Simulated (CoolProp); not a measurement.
Vapour-liquid equilibrium of dimethyl ether (1) + n-hexane (2) at 4.4 bar; x and y are mole fractions of (1).

Values from CoolProp's multi-fluid Helmholtz-energy mixture model, Wu 2011 and Thol 2019; pair parameters Bell 2016.

| x | bubble temperature, mixture model (K) | bubble temperature, Raoult's law (K) | y, mixture model | y, Raoult's law |
|---|---|---|---|---|
| 0.05 | 378.8 | 377.6 | 0.354 | 0.405 |
| 0.2 | 339.2 | 342.6 | 0.805 | 0.812 |
| 0.35 | 319.1 | 323.6 | 0.915 | 0.919 |
| 0.5 | 308.0 | 311.2 | 0.953 | 0.961 |
| 0.65 | 300.7 | 302.3 | 0.972 | 0.981 |
| 0.8 | 295.1 | 295.4 | 0.985 | 0.992 |
| 0.95 | 290.0 | 289.9 | 0.996 | 0.998 |

The largest gap from Raoult's law is -4.5 K in bubble temperature, at x = 0.35. No azeotrope shows between x = 0.05 and 0.95.

Pair parameters are fitted to limited data, so mixtures are less certain than the pure fluids. The gap from Raoult's law changes sign with composition, which may be real or a fault of the pair parameters; it wasn't checked against measurements.
